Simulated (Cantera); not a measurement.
A Cantera script and what it prints.

```python
import numpy as np
import cantera as ct

gas_names = """
    H HNO HNO2 HNO3 HO2 H2 H2O H2O2 Hg N NH NH2 NH3 NH2OH NO NO2 NO3 N2 N2H2 N2H4 N2O O OH O2 O3
""".split()
cond_names = """
    H2O(s) H2O(L) Hg(cr) Hg(L) HgO(s)
""".split()


# ... load() reads the species with a 1 bar reference pressure and builds the phases ...
atoms = {
    'HgO': {'Hg': 1, 'O': 1},
    'N2': {'N': 2},
    'H2': {'H': 2},
}
top_T = {}  # K; cautious upper limits of use, not melting points


# ... equilibrate(T, P, feed) seeds the gas with the atoms and calls Mixture.equilibrate('TP', solver="vcs", rtol=1e-11, max_steps=5000) ...
results = []
feed = {'HgO': 1, 'N2': 23, 'H2': 0.28}  # mol
T = 973.15  # K
P = 1000  # Pa
mix = equilibrate(T, P, feed)
results.append((T, P, feed, dict(zip(mix.species_names, mix.species_moles))))
print(gas.report(threshold=1e-06))
for i in range(1, mix.n_phases):
    print(f"{mix.phase(i).name:16s} {mix.phase_moles(i):12.5e} mol")
```

Result:

```
       temperature   973.15 K
          pressure   1000 Pa
           density   0.004321 kg/m^3
  mean mol. weight   34.963 kg/kmol
   phase of matter   gas

                          1 kg             1 kmol
                     ---------------   ---------------
          enthalpy        5.7583e+05        2.0133e+07  J
   internal energy        3.4441e+05        1.2041e+07  J
           entropy            7644.7        2.6728e+05  J/K
    Gibbs function       -6.8636e+06       -2.3997e+08  J
 heat capacity c_p            921.05             32202  J/K
 heat capacity c_v            683.24             23888  J/K

                      mass frac. Y      mole frac. X     chem. pot. / RT
                     ---------------   ---------------   ---------------
               H2O         0.0058553          0.011364            -63.75
                Hg           0.23285          0.040584           -22.491
                NO        5.6899e-06        6.6298e-06           -32.395
                N2           0.74792           0.93344           -29.466
                O2          0.013368          0.014607           -35.323
     [  +20 minor]        3.3052e-08        4.8346e-08

Hg(L)             0.00000e+00 mol
HgO(s)            0.00000e+00 mol
```

Cantera equilibrium calculation (NASA polynomials, part measured and part estimated; ideal gas, pure solids and liquids).
